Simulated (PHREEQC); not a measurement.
Solution (25 °C): 0.41 mol Na2CO3, 0.21 mol KCl and 0.39 mol NaCl per kg of water. Closed to the air; pH follows from the charge balance.

Computed with PHREEQC (Pitzer model, pitzer.dat).

Question: The ionic strength comes out as 1.82 mol/kgw. What activity coefficients do OH-, K+, HCO3-, Na+, CO3-2 get?

Answer: OH- 0.63, K+ 0.58, HCO3- 0.47, Na+ 0.57, CO3-2 0.074. Single-ion values are on the MacInnes scale.

This is a speciation only: nothing precipitates in the calculation. In brines, pH and single-ion activities rest on the MacInnes convention.
